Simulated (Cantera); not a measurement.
An isothermal, constant-pressure homogeneous reactor starts with H2 : O2 : N2 = 0.82 : 1 : 10 (molar parts), at 1400 K and 100.0 Torr. Integrator tolerance rtol = 1e-08.

Detailed kinetics in Cantera: GRI-Mech 3.0 (53 species, 325 reactions). The temperature is held fixed by assumption; the heat of reaction is taken as removed at once.

Question: What does this change do: temperature 1400 to 825 K?

Answer: 
```json
[
 {"quantity": "x(H2) at 2.00 s", "before": "4.29e-7 (gas-phase equilibrium 3.94e-7)", "after": "0.00571 (gas-phase equilibrium <1e-12)"},
 {"quantity": "x(O2) at 2.00 s", "before": "0.0517 (gas-phase equilibrium 0.0515)", "after": "0.0544 (gas-phase equilibrium 0.0517)"},
 {"quantity": "x(NO2) at 2.00 s", "before": "1.95e-8 (gas-phase equilibrium 5.09e-7)", "after": "2.01e-8 (gas-phase equilibrium 6.83e-8)"},
 {"quantity": "x(HO2) at 2.00 s", "before": "1.61e-8 (gas-phase equilibrium 1.61e-8)", "after": "4.96e-6 (gas-phase equilibrium 5.61e-12)"},
 {"quantity": "x(NO) at 2.00 s", "before": "1.52e-5 (gas-phase equilibrium 0.000380)", "after": "8.26e-9 (gas-phase equilibrium 1.60e-6)"}
]
```
Radical loss at walls, strong at low pressure, is not modelled. Below about 950 K walls govern HO2 and H2O2 in real vessels.
